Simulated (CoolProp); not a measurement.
Properties of dodecamethylcyclohexasiloxane (D6) along the isobar 2470 kPa.

Computed with CoolProp (reference Helmholtz-energy equation of state, Colonna 2008). It is a short technical equation, of lower accuracy than the large ones.

```tsv
T (K)	phase	cp (kJ/(kg K))	fugacity coefficient
277.3	liquid	1.547	2.426e-7
302	liquid	1.582	3.004e-6
326.6	liquid	1.624	2.285e-5
351.3	liquid	1.672	0.0001215
376	liquid	1.721	0.0004858
400.6	liquid	1.772	0.001543
425.3	liquid	1.822	0.004105
450	liquid	1.871	0.009422
474.6	liquid	1.920	0.01910
499.3	liquid	1.968	0.03508
524	liquid	2.016	0.05916
548.6	liquid	2.065	0.09262
```
